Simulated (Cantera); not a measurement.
Input: 1 mol Hg, 2.9 mol N2, equilibrated at 550 °C and 1330 Pa.

These are equilibrium values from Cantera (NASA tables, ideal gas, pure condensed phases), not measurements of a reactor. Candidate condensed phases: Hg; 3 gas species. The numbers say what is thermodynamically allowed, not how fast it happens.

**Question.** What is the equilibrium state?

**Answer.** 
```json
{
 "x(N2)": "0.744",
 "x(Hg)": "0.256",
 "gas_amount": "3.900 mol",
 "log10 activity of Hg(l) (absent)": "-3.61"
}
```
